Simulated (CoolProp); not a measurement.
Properties of carbon monoxide at several states.

Model: reference Helmholtz-energy equation of state, Lemmon 2006, in CoolProp. It is a short technical equation, of lower accuracy than the large ones.

```
T (K)  p (MPa)          phase  density (kg/m³)  Joule-Thomson coefficient (K/MPa)
-----  -------  -------------  ---------------  ---------------------------------
196     0.0726            gas            1.250                              5.500
233.7     15.5  supercritical            242.9                              1.551
366.4    0.461            gas            4.237                              1.574
479.2   0.0842            gas           0.5918                             0.6816
488.3    0.155            gas            1.069                             0.6253
116.8     1.45            gas            56.17                              14.59
```
